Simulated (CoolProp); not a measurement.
Vapour-liquid equilibrium of CH2F2 (R32) (1) + dimethyl ether (2) at 0.0337 MPa; x and y are mole fractions of (1).

Computed with CoolProp (multi-fluid Helmholtz-energy mixture model, Tillner-Roth 1997 and Wu 2011; pair parameters Bell 2016).

```tsv
x	bubble temperature (°C)	y at the bubble point	dew temperature at overall composition x (°C)	liquid density (mol/L)
0.05	-49.5	0.152	-48.1	16.92
0.2	-55.3	0.489	-50.2	17.87
0.35	-60.0	0.690	-52.7	18.87
0.5	-63.7	0.811	-55.5	19.94
0.65	-66.5	0.887	-59.0	21.10
0.8	-68.7	0.941	-63.3	22.37
0.95	-70.5	0.986	-69.0	23.80
```

No azeotrope shows between x = 0.05 and 0.95.

The pair parameters rest on a limited set of measurements; away from them the model extrapolates. The gap from Raoult's law changes sign with composition, which may be real or a fault of the pair parameters; it wasn't checked against measurements.
